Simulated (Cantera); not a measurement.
An isothermal, constant-pressure homogeneous reactor starts with 37.0 % CH4, 63.0 % N2, at 1775 K and 0.260 bar.

Computed with Cantera and GRI-Mech 3.0 (53 species, 325 reactions). GRI-Mech 3.0 stops at C3 and has no aromatics, soot or wall deposition, so with more carbon than oxygen in the feed, carbon stays in small species such as C2H2 where larger ones or solid carbon would form.

Task: Predict: x(CH4) at 300 s; x(C2H2) at 300 s; x(C2H6) at 300 s; x(C2H) at 300 s; x(HCN) at 300 s; x(CH2) at 300 s; x(H) at 300 s.

Result: x(CH4) at 300 s: 0.00170 (gas-phase equilibrium 0.00131)
x(C2H2) at 300 s: 0.134 (gas-phase equilibrium 0.0799)
x(C2H6) at 300 s: 6.02e-8 (gas-phase equilibrium 3.60e-8)
x(C2H) at 300 s: 9.48e-7 (gas-phase equilibrium 5.65e-7)
x(HCN) at 300 s: 0.000388 (gas-phase equilibrium 0.109)
x(CH2) at 300 s: 3.06e-8 (gas-phase equilibrium 2.36e-8)
x(H) at 300 s: 0.000363 (gas-phase equilibrium 0.000363)
